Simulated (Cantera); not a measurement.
An isothermal, constant-pressure homogeneous reactor starts with H2 : O2 : N2 = 0.037 : 1 : 0.18 (molar parts), equivalence ratio 0.018, at 998 K and 10.00 Torr.

Computed with Cantera and the H2/O2 subset of GRI-Mech 3.0, which has no nitrogen chemistry. Radical loss at walls, strong at low pressure, is not modelled.

x: mole fraction; the columns are a selection and need not sum to one.

```
t (s)         x H2   x O2     x HO2     x H2O       x H    x H2O2       x O
--------  --------  -----  --------  --------  --------  --------  --------
1.00e-5     0.0304  0.822  2.30e-12    <1e-12  2.22e-12    <1e-12    <1e-12
4.06e-5     0.0304  0.822  9.34e-12    <1e-12  8.31e-12    <1e-12  1.09e-12
0.000165    0.0304  0.822  3.81e-11  4.62e-12  2.76e-11    <1e-12  1.47e-11
0.000671    0.0304  0.822  1.57e-10  1.78e-10  1.30e-10    <1e-12  1.99e-10
0.00273     0.0304  0.822   1.05e-9   3.01e-8   9.89e-9    <1e-12   2.04e-8
0.0111     0.00691  0.807   5.51e-6    0.0190   0.00692       ___   0.00962
0.0451    0.000172  0.814   3.47e-6    0.0299  0.000844       ___   0.00490
0.183      1.62e-5  0.818   1.26e-6    0.0307   2.53e-5       ___  0.000499
0.745      1.03e-6  0.819   2.32e-7    0.0308   4.81e-7       ___   3.55e-5
3.03       8.41e-8  0.819   3.28e-8    0.0309   1.38e-8       ___   3.30e-6
12.3       1.06e-8  0.819   5.32e-9    0.0309  7.14e-10       ___   4.60e-7
50.0       1.83e-9  0.819   1.08e-9    0.0309  5.58e-11  4.63e-10   8.41e-8
```

Question: Fill in the missing entries.

Answer: 
- 0.0111, x H2O2: 2.26e-7
- 0.0451, x H2O2: 5.69e-8
- 0.183, x H2O2: 4.55e-8
- 0.745, x H2O2: 2.25e-8
- 3.03, x H2O2: 7.02e-9
- 12.3, x H2O2: 1.84e-9
